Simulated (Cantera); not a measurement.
Mixture: CH4 : CO : O2 : N2 : H2O = 1 : 0.34 : 2.61 : 9.83 : 0.91 (molar parts), at 260000 Pa, adiabatic and at constant volume. Ignition delay is the time to a rise of 400 K.

Detailed kinetics in Cantera: GRI-Mech 3.0 (53 species, 325 reactions).

### Question
Predict: delay at 1000 K; delay at 1050 K; delay at 1100 K; delay at 1150 K; delay at 1200 K; delay at 1250 K; delay at 1300 K; apparent activation energy between 1200 and 1300 K.

### Answer
| Item | Result |
|---|---|
| delay at 1000 K | 0.565 s |
| delay at 1050 K | 0.229 s |
| delay at 1100 K | 99.5 ms |
| delay at 1150 K | 45.8 ms |
| delay at 1200 K | 22.2 ms |
| delay at 1250 K | 11.1 ms |
| delay at 1300 K | 5.80 ms |
| apparent activation energy between 1200 and 1300 K | 170 kJ/mol |
